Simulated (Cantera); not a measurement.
An isothermal, constant-pressure homogeneous reactor starts with C2H6 : N2 : H2O = 1 : 18 : 0.046 (molar parts), at 1200 K and 0.132 atm.

Cantera simulation using GRI-Mech 3.0 (53 species, 325 reactions); the numbers are that mechanism's predictions, not measurements. GRI-Mech 3.0 stops at C3 and has no aromatics, soot or wall deposition, so with more carbon than oxygen in the feed, carbon stays in small species such as C2H2 where larger ones or solid carbon would form.

One state of this run: x C2H6 = 0.0513; x HCN = 2.23e-11; x H2 = 0.000975; x C2H4 = 0.00101; x H = 2.50e-6. x: mole fraction; the columns are a selection and need not sum to one.

**Question.** Which value of t (s) does it belong to?
A. 0.00282
B. 0.264
C. 0.0430
D. 7.44e-5

**Answer.** A, 0.00282
